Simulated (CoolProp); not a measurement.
Vapour-liquid equilibrium of propane (1) + R113 (2) at 252.4 K; x and y are mole fractions of (1).

The numbers come from the multi-fluid Helmholtz-energy mixture model, Lemmon 2009 and Marx 1992; pair parameters Bell 2016 in CoolProp.

Give the bubble pressure and the first vapour's composition at x = 0.35, 0.55, 0.75. Is there an azeotrope?

x = 0.35: 102.6 kPa, y = 0.965; x = 0.55: 145.2 kPa, y = 0.981; x = 0.75: 184.0 kPa, y = 0.990. No azeotrope shows between x = 0.05 and 0.95.

The pair parameters rest on a limited set of measurements; away from them the model extrapolates.
